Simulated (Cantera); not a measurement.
Input: 1 mol SiCl₄, 6.1 mol NH₃, 34 mol H₂, at 550 °C and 10.0 mbar.

Method: chemical equilibrium by Gibbs-energy minimisation in Cantera with the NASA 1993 tables (ideal gas, pure condensed phases). Candidate condensed phases: NH₄Cl, Si, Si₃N₄; 28 gas species. Equilibrium is a limit: real reactors are often held back by kinetics, nucleation or transport.

Base state: H₂ 0.866, HCl 0.0838, N₂ 0.0502, SiCl₄ 7.61e-5 (mole fractions); condensed: Si₃N₄(s).

Q: What changes in the equilibrium state with this change: SiCl₄ replaced by SiHCl₃?

A: 
| species | before | after |
|---|---|---|
| H₂ | 0.866 | 0.887 |
| HCl | 0.0838 | 0.0630 |
| N₂ | 0.0502 | 0.0502 |
| SiCl₄ | 7.61e-5 | 2.32e-5 |
| Si₃N₄(s), mol | 0.332 | 0.333 |
